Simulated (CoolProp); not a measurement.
Vapour-liquid equilibrium of dimethyl ether (1) + R236FA (2) at 0.617 bar; x and y are mole fractions of (1).

Values from CoolProp's multi-fluid Helmholtz-energy mixture model, Wu 2011 and Pan 2012; pair parameters Bell 2016.

Give the bubble temperature and the first vapour's composition at x = 0.15, 0.35, 0.55. Is there an azeotrope?

x = 0.15: -13.8 °C, y = 0.198; x = 0.35: -16.9 °C, y = 0.506; x = 0.55: -22.3 °C, y = 0.779. No azeotrope shows between x = 0.05 and 0.95.

The pair parameters rest on a limited set of measurements; away from them the model extrapolates.
